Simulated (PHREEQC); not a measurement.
0.025 g of hydrous ferric oxide (600 m²/g; 0.2 weak and 0.005 strong sites per Fe, Dzombak-Morel constants, diffuse double layer) in 1 kg of water with 0.3 mol/kgw of an inert sodium salt and 0.095 mmol/kgw ZnCl2 and 0.029 mmol/kgw NaH2PO4, at 25 °C; the pH is set by adding NaOH or the inert anion's acid. Oxygen alone is held at its pressure in air (log pO2 = -0.68). No CO2 enters from the air. Precipitation was switched off in this run.

The series has 17 steps of pH, from 4 to 12.

The numbers come from PHREEQC with the ion-association model, wateq4f.dat.

Problem. Near which pH is half of the P sorbed, and on which side is more sorbed?

Solution. Near pH 8.6, with more sorbed at lower pH.

Problem. At which pH does the surface charge pass through zero?

Solution. Near pH 9.8.

Along this series the solution becomes supersaturated in solids that the run did not let form, among them Zn(OH)2-e. H3PO4, which wateq4f.dat lacks, is added to it with the constant of phreeqc.dat. The database has no phosphate complexes of Zn.
